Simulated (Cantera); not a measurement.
Feed: 1 mol FeS2, 1.7 mol H2, 7.6 mol H2O, held at 1025 K and 22.0 Pa.

These are equilibrium values from Cantera (NASA tables, ideal gas, pure condensed phases), not measurements of a reactor. Candidate condensed phases: Fe, FeO, Fe(OH)2, Fe(OH)3, FeS, FeSO4, FeS2, Fe2O3, Fe2(SO4)3, Fe3O4, H2O, H2SO4, S; 22 gas species. FeS: taken at fixed stoichiometry. Gases not in the tables: S3 to S7. The numbers say what is thermodynamically allowed, not how fast it happens.

Base state: H2O 0.780, H2 0.146, H2S 0.0392, S2 0.0300, SO2 0.00445, SH 6.76e-5, S2O 3.37e-5, SO 2.15e-5 (mole fractions); condensed: FeS(s).

Q: What changes in the equilibrium state with this change: FeS2 replaced by Fe2O3?

A: 
```tsv
species	before	after
H2O	0.780	0.925
H2	0.146	0.0753
H2S	0.0392	0
S2	0.0300	0
SO2	0.00445	0
SH	6.76e-5	0
FeS(s), mol	1.00	0
FeO(s), mol	0	2.00
```
The tables' stoichiometric FeO is somewhat more stable than real wüstite, so its field is too wide. FeO: taken at fixed stoichiometry.

Q: What changes in the equilibrium state with this change: H2 from 1.7 to 23 mol?

A: 
| species | before | after |
|---|---|---|
| H2 | 0.146 | 0.720 |
| H2O | 0.780 | 0.248 |
| H2S | 0.0392 | 0.0311 |
| S2 | 0.0300 | 0.000778 |
| SO2 | 0.00445 | 2.99e-6 |
| S2O | 3.37e-5 | 5.65e-8 |
| SO | 2.15e-5 | 2.23e-7 |
| SH | 6.76e-5 | 2.41e-5 |
| FeS(s), mol | 1.00 | 1.00 |

Q: What changes in the equilibrium state with this change: temperature from 1025 K to 925 K?

A: 
```
species       before    after
-----------  -------  -------
H2O            0.780    0.800
H2             0.146    0.111
H2S           0.0392   0.0703
S2            0.0300   0.0170
SO           2.15e-5  2.00e-6
SO2          0.00445  0.00112
SH           6.76e-5  1.72e-5
FeS(s), mol     1.00     1.00
```
